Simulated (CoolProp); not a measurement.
Propylene glycol at 563.97 K and 0.371 MPa is throttled through a valve to 0.144 MPa with no heat exchange. Each further row changes one setting.

Values from CoolProp's reference Helmholtz-energy equation of state, Eisenbach 2021.

```json
[
 {"case": "as stated", "temperature change (K)": "-1.8", "final density (kg/m³)": "2.38"},
 {"case": "outlet pressure 0.0432 MPa", "temperature change (K)": "-2.6", "final density (kg/m³)": "0.707"},
 {"case": "outlet pressure 0.187 MPa", "temperature change (K)": "-1.5", "final density (kg/m³)": "3.10"}
]
```
